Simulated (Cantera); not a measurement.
An isothermal plug-flow reactor at 1200 K and 1.00 bar (inlet), inlet velocity 0.17 m/s, active area per volume 2100 1/m; feed 0.357 % CH4, 1.72 % O2, 97.3 % N2, 0.628 % H2O, equivalence ratio 0.41.

Cantera simulation using Deutschmann's 1995 Pt surface mechanism with GRI-Mech 3.0 gas chemistry; the numbers are that mechanism's predictions, not measurements. Catalytic surfaces can have several steady states; this one follows from the mechanism file's or the stated starting coverage. Mass transfer to the wall is taken as infinitely fast.

x: gas mole fraction; θ: surface coverage.

```json
[
 {"z (m)": "0.0002", "x CH4": "…", "x O2": "0.0110", "x H2O": "0.0126", "x CO2": "0.00313", "x CO": "8.39e-7", "θ free Pt": "0.577", "θ O*": "0.422", "θ OH*": "0.00138"},
 {"z (m)": "0.00033", "x CH4": "…", "x O2": "0.0103", "x H2O": "0.0132", "x CO2": "0.00345", "x CO": "2.00e-7", "θ free Pt": "0.580", "θ O*": "0.419", "θ OH*": "0.00141"},
 {"z (m)": "0.00055", "x CH4": "…", "x O2": "0.0102", "x H2O": "0.0134", "x CO2": "0.00354", "x CO": "1.94e-8", "θ free Pt": "0.581", "θ O*": "0.418", "θ OH*": "0.00142"},
 {"z (m)": "0.00092", "x CH4": "…", "x O2": "0.0101", "x H2O": "0.0134", "x CO2": "0.00355", "x CO": "2.22e-9", "θ free Pt": "0.581", "θ O*": "0.418", "θ OH*": "0.00142"},
 {"z (m)": "0.0015", "x CH4": "…", "x O2": "0.0101", "x H2O": "0.0134", "x CO2": "0.00355", "x CO": "1.36e-9", "θ free Pt": "0.581", "θ O*": "0.418", "θ OH*": "0.00142"},
 {"z (m)": "0.0026", "x CH4": "9.51e-10", "x O2": "0.0101", "x H2O": "0.0134", "x CO2": "0.00355", "x CO": "9.25e-10", "θ free Pt": "0.581", "θ O*": "0.418", "θ OH*": "0.00142"},
 {"z (m)": "0.0043", "x CH4": "4.58e-10", "x O2": "0.0101", "x H2O": "0.0134", "x CO2": "0.00355", "x CO": "7.41e-10", "θ free Pt": "0.581", "θ O*": "0.418", "θ OH*": "0.00142"},
 {"z (m)": "0.0071", "x CH4": "1.52e-10", "x O2": "0.0101", "x H2O": "0.0134", "x CO2": "0.00356", "x CO": "6.22e-10", "θ free Pt": "0.581", "θ O*": "0.418", "θ OH*": "0.00142"},
 {"z (m)": "0.012", "x CH4": "2.54e-11", "x O2": "0.0101", "x H2O": "0.0134", "x CO2": "0.00356", "x CO": "4.28e-10", "θ free Pt": "0.581", "θ O*": "0.418", "θ OH*": "0.00142"},
 {"z (m)": "0.02", "x CH4": "8.61e-12", "x O2": "0.0101", "x H2O": "0.0134", "x CO2": "0.00356", "x CO": "2.19e-10", "θ free Pt": "0.581", "θ O*": "0.418", "θ OH*": "0.00142"}
]
```

Q: Fill in the missing entries.

A: 
- 0.0002, x CH4: 0.000418
- 0.00033, x CH4: 9.75e-5
- 0.00055, x CH4: 8.32e-6
- 0.00092, x CH4: 1.81e-7
- 0.0015, x CH4: 7.70e-9
